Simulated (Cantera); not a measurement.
## Ignition delay

Mixture: 6.35 % CH4, 18.7 % O2, 70.5 % N2, 4.45 % H2O, equivalence ratio 0.68, at 0.987 atm, adiabatic and at constant pressure. Ignition delay is the time to a rise of 400 K.

Cantera simulation using GRI-Mech 3.0 (53 species, 325 reactions); the numbers are that mechanism's predictions, not measurements.

```csv
T0 (K),delay (ms)
1175,59.3
1275,15.0
1375,4.33
1475,1.44
1575,0.555
1675,0.248
1775,0.125
1875,0.0694
1975,0.0414
2075,0.0262
```

```json
{
  "apparent activation energy between 1875 and 2075 K": "160 kJ/mol"
}
```
